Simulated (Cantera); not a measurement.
A closed system holds: 1 mol SiO₂, 4.6 mol N₂, at 101000 Pa.

Equilibrium computed with Cantera from the NASA thermochemical tables; the gas is ideal and each condensed phase is pure. Candidate condensed phases: Si, SiO₂, Si₂N₂O, Si₃N₄; 16 gas species. The tables hold silica as quartz up to 1696 K and as liquid above; real silica turns to tridymite and cristobalite and melts near 1996 K. Kinetics and transport are ignored.

Task: Which condensed phases are stable at each of these points (T (K)): 1848, 1873, 1898, 1923, 1948, 1973, 1998, 2023, 2048, 2073, 2098?

Result: 
```json
[
 {"T (K)": "1848", "condensed phases": "SiO₂(condensed)", "Si condensed (%)": "100.0"},
 {"T (K)": "1873", "condensed phases": "SiO₂(condensed)", "Si condensed (%)": "100.0"},
 {"T (K)": "1898", "condensed phases": "SiO₂(condensed)", "Si condensed (%)": "100.0"},
 {"T (K)": "1923", "condensed phases": "SiO₂(condensed)", "Si condensed (%)": "100.0"},
 {"T (K)": "1948", "condensed phases": "SiO₂(condensed)", "Si condensed (%)": "100.0"},
 {"T (K)": "1973", "condensed phases": "SiO₂(condensed)", "Si condensed (%)": "100.0"},
 {"T (K)": "1998", "condensed phases": "SiO₂(l)", "Si condensed (%)": "100.0"},
 {"T (K)": "2023", "condensed phases": "SiO₂(l)", "Si condensed (%)": "100.0"},
 {"T (K)": "2048", "condensed phases": "SiO₂(l)", "Si condensed (%)": "100.0"},
 {"T (K)": "2073", "condensed phases": "SiO₂(l)", "Si condensed (%)": "100.0"},
 {"T (K)": "2098", "condensed phases": "SiO₂(l)", "Si condensed (%)": "100.0"}
]
```

From 1848 K to 1973 K the condensed part is SiO₂(condensed). From 1998 K to 2098 K the condensed part is SiO₂(l).
